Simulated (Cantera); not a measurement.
A Cantera script and what it prints.

```python
import numpy as np
import cantera as ct

gas_names = """
    CL CL2 H HCL H2 N NH NH2 NH3 N2 N2H2 N2H4 Si SiCL SiCL2 SiCL3 SiCL4 SiH SiHCL3 SiH2 SiH2CL2 SiH3
    SiH3CL SiH4 SiN Si2 Si2N Si3
""".split()
cond_names = """
    NH4CL(a) NH4CL(b) Si(cr) Si(L) Si3N4(a)
""".split()


# ... load() reads the species with a 1 bar reference pressure and builds the phases ...
atoms = {
    'SiHCl3': {'Si': 1, 'H': 1, 'CL': 3},
    'N2': {'N': 2},
}
top_T = {'Si3N4(a)': 2400}  # K; cautious upper limits of use, not melting points


# ... equilibrate(T, P, feed) seeds the gas with the atoms and calls Mixture.equilibrate('TP', solver="vcs", rtol=1e-11, max_steps=5000) ...
results = []
feed = {'SiHCl3': 1, 'N2': 17}  # mol
P = 34000  # Pa
for T in [1400, 1450, 1500, 1550, 1600, 1650, 1700, 1750]:
    mix = equilibrate(T, P, feed)
    results.append((T, P, feed, dict(zip(mix.species_names, mix.species_moles))))
    x = sorted(zip(gas.X, gas.species_names), reverse=True)
    print(f"T = {T:g} K  P = {P:g} Pa  gas = {mix.phase_moles(0):.4g} mol")
    print("   x: " + "  ".join(f"{s} {v:.3e}" for v, s in x if v > 1e-05))
    print("   condensed (mol): " + ("  ".join(f"{mix.phase(i).name} {mix.phase_moles(i):.4g}"
          for i in range(1, mix.n_phases) if mix.phase_moles(i) > 1e-12) or "none"))
```

It prints:

```
T = 1400 K  P = 34000 Pa  gas = 18.19 mol
   x: N2 9.182e-01  HCL 4.736e-02  SiCL4 2.656e-02  H2 3.727e-03  SiCL3 2.781e-03  SiCL2 1.236e-03  SiHCL3 1.480e-04
   condensed (mol): Si3N4(a) 0.147
T = 1450 K  P = 34000 Pa  gas = 18.23 mol
   x: N2 9.172e-01  HCL 4.732e-02  SiCL4 2.463e-02  SiCL3 4.270e-03  H2 3.688e-03  SiCL2 2.704e-03  SiHCL3 1.655e-04  CL 1.029e-05
   condensed (mol): Si3N4(a) 0.1403
T = 1500 K  P = 34000 Pa  gas = 18.28 mol
   x: N2 9.156e-01  HCL 4.707e-02  SiCL4 2.179e-02  SiCL3 6.120e-03  SiCL2 5.458e-03  H2 3.718e-03  SiHCL3 1.783e-04  CL 1.879e-05
   condensed (mol): Si3N4(a) 0.1289
T = 1550 K  P = 34000 Pa  gas = 18.37 mol
   x: N2 9.133e-01  HCL 4.655e-02  SiCL4 1.794e-02  SiCL2 1.010e-02  SiCL3 8.067e-03  H2 3.849e-03  SiHCL3 1.824e-04  CL 3.235e-05
   condensed (mol): Si3N4(a) 0.1111
T = 1600 K  P = 34000 Pa  gas = 18.49 mol
   x: N2 9.101e-01  HCL 4.563e-02  SiCL2 1.697e-02  SiCL4 1.334e-02  SiCL3 9.586e-03  H2 4.135e-03  SiHCL3 1.745e-04  CL 5.234e-05
   condensed (mol): Si3N4(a) 0.08638
T = 1650 K  P = 34000 Pa  gas = 18.63 mol
   x: N2 9.065e-01  HCL 4.423e-02  SiCL2 2.562e-02  SiCL3 1.008e-02  SiCL4 8.700e-03  H2 4.644e-03  SiHCL3 1.534e-04  CL 7.927e-05  H 1.062e-05
   condensed (mol): Si3N4(a) 0.05668
T = 1700 K  P = 34000 Pa  gas = 18.77 mol
   x: N2 9.031e-01  HCL 4.225e-02  SiCL2 3.470e-02  SiCL3 9.326e-03  H2 5.446e-03  SiCL4 4.934e-03  SiHCL3 1.231e-04  CL 1.125e-04  H 1.865e-05
   condensed (mol): Si3N4(a) 0.02625
T = 1750 K  P = 34000 Pa  gas = 18.88 mol
   x: N2 9.005e-01  SiCL2 4.255e-02  HCL 3.989e-02  SiCL3 7.784e-03  H2 6.478e-03  SiCL4 2.530e-03  CL 1.525e-04  SiHCL3 9.088e-05  H 3.210e-05
   condensed (mol): none
```

Method: chemical equilibrium by Gibbs-energy minimisation in Cantera with the NASA 1993 tables (ideal gas, pure condensed phases). N2 is the only nitrogen source here; it is nearly inert below about 1500 K, so the nitride shown seldom forms there in practice. The tables' values for SiCl3 are old estimates; treat these amounts as uncertain.
